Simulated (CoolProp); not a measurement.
A single-stage vapour-compression cycle with R115: evaporating at 194.15 K (dew point), condensing at 234.15 K (bubble point), superheat 0 K, subcooling 5 K, compressor efficiency 0.9, no pressure losses. Each further row changes one setting.

The numbers come from the reference Helmholtz-energy equation of state, Lemmon 2016 in CoolProp.

```tsv
case	cooling COP	pressure ratio	discharge temperature (K)	refrigerating effect (kJ/kg)	volumetric capacity (kJ/m³)
as stated	?	9.24	243.1	108	115
evaporating temperature 199.15 K	4.59	?	241.1	110	?
condensing temperature 229.15 K	4.49	7.35	237.8	112	120
subcooling 10 K	3.99	9.24	243.1	112	120
superheat 10 K	?	9.24	254.1	?	115
compressor efficiency 0.8	3.40	9.24	?	108	115
```

### Question
Some entries are withheld; supply them.

### Answer

- as stated, cooling COP: 3.83
- evaporating temperature 199.15 K, pressure ratio: 6.60
- evaporating temperature 199.15 K, volumetric capacity (kJ/m³): 161
- superheat 10 K, cooling COP: 3.84
- superheat 10 K, refrigerating effect (kJ/kg): 113
- compressor efficiency 0.8, discharge temperature (K): 248.5
